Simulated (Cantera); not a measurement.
Equilibrium for chemical vapour transport: Fe + HCl + H2

Feed: 1 mol Fe, 0.51 mol HCl, 0.3 mol H2, held at 3.40 bar.

These are equilibrium values from Cantera (NASA tables, ideal gas, pure condensed phases), not measurements of a reactor. Candidate condensed phases: Fe, FeCl2, FeCl3; 11 gas species. Mutual solubility and eutectic melting of coexisting phases are not modelled. Equilibrium is a limit: real reactors are often held back by kinetics, nucleation or transport.

From 752 °C to 902 °C the condensed part is Fe(α) + FeCl2(l). From 952 °C to 1202 °C the condensed part is Fe(γ). The main Fe-bearing gas is FeCl2 throughout. The share of Fe in condensed phases is highest at 752 °C (99.2 %) and lowest at 1202 °C (87.7 %).

```
T (°C)   x H2  x HCl  x FeCl2  x Fe2Cl4   x FeCl3      x H  n Fe(α)  n FeCl2(l)  n Fe(γ)
------  -----  -----  -------  --------  --------  -------  -------  ----------  -------
752     0.798  0.190  0.00898   0.00206   5.15e-6  2.11e-9    0.804       0.188        0
802     0.736  0.241   0.0192   0.00432   1.33e-5  6.83e-9    0.823       0.159        0
852     0.661  0.292   0.0381   0.00836   3.12e-5  1.96e-8    0.846       0.117        0
902     0.573  0.341   0.0705    0.0150   6.74e-5  5.03e-8    0.872      0.0527        0
952     0.516  0.363    0.103    0.0178  0.000104  1.21e-7        0           0    0.890
1002    0.515  0.357    0.114    0.0128  0.000107  2.87e-7        0           0    0.888
1052    0.516  0.350    0.124   0.00910  0.000107  6.37e-7        0           0    0.886
1102    0.518  0.342    0.132   0.00652  0.000106  1.34e-6        0           0    0.883
1152    0.521  0.334    0.140   0.00471  0.000104  2.67e-6        0           0    0.880
1202    0.524  0.326    0.146   0.00344  0.000101  5.09e-6        0           0    0.877
```
x: gas mole fraction; n: condensed amount in mol.
